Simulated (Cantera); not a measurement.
Cantera run:

```python
import numpy as np
import cantera as ct

gas_names = [...]  # 113 gases of nasa_gas.yaml made of C, Cu, H, O
cond_names = """
    C(gr) C6H6(L) C7H8(L) C8H18(L),n-octa Cu(cr) Cu(L) CuO(s) CuO2H2(s) Cu2O(s) Cu2O(L) H2O(s) H2O(L)
""".split()


# ... load() reads the species with a 1 bar reference pressure and builds the phases ...
atoms = {
    'Cu': {'Cu': 1},
    'CO2': {'C': 1, 'O': 2},
    'H2': {'H': 2},
}
top_T = {'C(gr)': 4500, 'CuO(s)': 1390}  # K; cautious upper limits of use, not melting points


# ... equilibrate(T, P, feed) seeds the gas with the atoms and calls Mixture.equilibrate('TP', solver="vcs", rtol=1e-11, max_steps=5000) ...
results = []
T = 1075  # K
P = 56  # Pa
for m in [26, 42, 58, 74, 90, 110, 120, 140, 150, 170, 190, 200]:
    feed = {'Cu': 1, 'CO2': 6.3, 'H2': m}  # mol
    mix = equilibrate(T, P, feed)
    results.append((T, P, feed, dict(zip(mix.species_names, mix.species_moles))))

top = {s: max(r[3][s] / sum(r[3][g] for g in gas_names) for r in results) for s in gas_names}
cols = sorted((s for s in top if top[s] > 0.0001), key=lambda s: -top[s])[:5]
seen = [c for c in cond_names if any(r[3].get(c, 0) > 1e-12 for r in results)]
print("log10 of partial pressures in bar; condensed amounts in mol")
print(f"{'n(H2)':>10s}" + "".join(f"{s[:9]:>10s}" for s in cols + seen))
for T, P, feed, n in results:
    ng = sum(n[g] for g in gas_names)
    print(f"{feed['H2']:10.4g}" + "".join(f"{np.log10(max(n[s] / ng * P / 1e5, 1e-99)):10.3f}" for s in cols)
          + "".join(f"{n.get(c, 0):10.4g}" for c in seen))
```

Output:

```
log10 of partial pressures in bar; condensed amounts in mol
     n(H2)        H2       H2O        CO       CO2    Cu(cr)
        26    -3.439    -4.061    -4.061    -4.651         1
        42    -3.373    -4.201    -4.201    -4.997         1
        58    -3.341    -4.308    -4.308    -5.244         1
        74    -3.323    -4.395    -4.395    -5.436         1
        90    -3.310    -4.467    -4.467    -5.593         1
       110    -3.300    -4.544    -4.544    -5.756    0.9999
       120    -3.296    -4.578    -4.578    -5.828    0.9999
       140    -3.290    -4.638    -4.638    -5.955    0.9999
       150    -3.287    -4.666    -4.666    -6.012    0.9999
       170    -3.283    -4.716    -4.716    -6.116    0.9999
       190    -3.280    -4.761    -4.761    -6.209    0.9999
       200    -3.279    -4.781    -4.781    -6.252    0.9999
```

Method: chemical equilibrium by Gibbs-energy minimisation in Cantera with the NASA 1993 tables (ideal gas, pure condensed phases).
